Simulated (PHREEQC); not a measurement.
Acid rinse or clean: speciation

Solution (25 °C): 32 mmol/kgw H2SO4 and 79 mmol/kgw MgCl2. Closed to the air; pH follows from the charge balance.

The numbers come from PHREEQC with the ion-association model, phreeqc.dat.

The pH comes out as 1.39 and the ionic strength comes out as 0.264 mol/kgw. The specific conductance is 28600 µS/cm. The density comes out as 1.005 g/cm³ and the total alkalinity is -64.0 meq/kg.

| species | molality | activity | log γ |
|---|---|---|---|
| Cl- | 0.158 | 0.110 | -0.158 |
| Mg+2 | 0.0679 | 0.0219 | -0.491 |
| H+ | 0.0517 | 0.0407 | -0.104 |
| HSO4- | 0.0123 | 0.00904 | -0.133 |
| MgSO4 | 0.0111 | 0.0118 | 0.026 |
| SO4-2 | 0.00867 | 0.00229 | -0.579 |

Precipitation was switched off in this run.
